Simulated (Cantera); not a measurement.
A perfectly stirred reactor is fed with 0.552 % C2H6, 99.4 % N2, at 37.5 Torr; it is held at 1800 K, and followed from long to short residence time.

Computed with Cantera and GRI-Mech 3.0 (53 species, 325 reactions). GRI-Mech 3.0 stops at C3 and has no aromatics, soot or wall deposition, so with more carbon than oxygen in the feed, carbon stays in small species such as C2H2 where larger ones or solid carbon would form.

x: mole fraction; the columns are a selection and need not sum to one.

```tsv
τ (s)	x C2H6	x CH4	x H	x C2H4	x H2	x HCN
0.52	1.66e-6	0.000219	…	1.24e-5	0.0104	0.000518
0.13	6.34e-6	0.000348	…	4.24e-5	0.0100	0.000299
0.032	2.41e-5	0.000517	…	0.000138	0.00940	0.000168
0.0078	9.03e-5	0.000686	…	0.000411	0.00829	8.91e-5
0.0019	0.000332	0.000719	0.000495	0.00102	0.00632	4.24e-5
0.00047	0.00115	0.000445	0.000468	0.00157	0.00340	1.52e-5
0.00012	0.00307	0.000112	…	0.000768	0.000810	2.02e-6
```

What belongs in the gaps?


- 0.52, x H: 0.000241
- 0.13, x H: 0.000284
- 0.032, x H: 0.000346
- 0.0078, x H: 0.000426
- 0.00012, x H: 0.000245
